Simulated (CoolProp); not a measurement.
Properties of carbon dioxide along the isobar 101 kPa (Tc = 304.1 K, pc = 7377 kPa, ω = 0.224).

Model: reference Helmholtz-energy equation of state, Span 1996, in CoolProp.

| T (K) | phase | density (kg/m³) | cv (kJ/(kg K)) | isothermal compressibility (1/MPa) | expansivity (1/kK) |
|---|---|---|---|---|---|
| 271.6 | gas | 1.982 | (withheld) | 9.970 | 3.766 |
| 283.8 | gas | 1.895 | 0.6429 | 9.960 | 3.593 |
| 296.1 | gas | 1.815 | 0.6554 | 9.952 | 3.435 |
| 308.3 | gas | 1.742 | (withheld) | 9.946 | 3.292 |
| 320.5 | gas | 1.675 | 0.6796 | 9.940 | 3.162 |
| 332.7 | gas | 1.612 | 0.6913 | 9.936 | 3.041 |
| 344.9 | gas | 1.555 | 0.7027 | 9.932 | 2.930 |
| 357.1 | gas | 1.501 | 0.7139 | 9.928 | 2.827 |
| 369.3 | gas | 1.451 | 0.7248 | 9.925 | 2.731 |
| 381.6 | gas | 1.404 | (withheld) | 9.923 | 2.641 |
| 393.8 | gas | 1.360 | (withheld) | 9.920 | 2.557 |
| 406 | gas | 1.319 | (withheld) | 9.918 | 2.479 |

What belongs in the gaps?


- 271.6, cv (kJ/(kg K)): 0.6304
- 308.3, cv (kJ/(kg K)): 0.6676
- 381.6, cv (kJ/(kg K)): 0.7355
- 393.8, cv (kJ/(kg K)): 0.7458
- 406, cv (kJ/(kg K)): 0.7559
